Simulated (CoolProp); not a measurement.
Octamethyltrisiloxane (MDM) along the isobar 1.76 MPa: fugacity coefficient from the reference equation and from simpler models built on Tc = 565.4 K, pc = 1.438 MPa, ω = 0.528; each cubic takes its own stable root.

Model: reference Helmholtz-energy equation of state, Thol 2017, in CoolProp.

| T (K) | phase | reference |
|---|---|---|
| 512.9 | liquid | 0.3155 |
| 519.1 | liquid | 0.3423 |
| 525.3 | liquid | 0.3700 |
| 531.5 | liquid | 0.3985 |
| 537.7 | liquid | 0.4277 |
| 543.9 | liquid | 0.4575 |
| 550.1 | liquid | 0.4877 |
| 556.4 | liquid | 0.5185 |
| 562.6 | liquid | 0.5488 |
| 568.8 | supercritical | 0.5784 |
| 575 | supercritical | 0.6068 |

Problem. How far does each simpler model (van der Waals, Redlich-Kwong, Soave-Redlich-Kwong) lie from the reference over these 11 states: mean and median of the absolute difference, and the worst?

Solution. 
- van der Waals: mean 22.0 %, median 19.8 %, worst +47.4 % at 512.9 K and 1.76 MPa
- Redlich-Kwong: mean 10.1 %, median 9.0 %, worst +23.4 % at 512.9 K and 1.76 MPa
- Soave-Redlich-Kwong: mean 2.4 %, median 2.6 %, worst +2.9 % at 519.1 K and 1.76 MPa
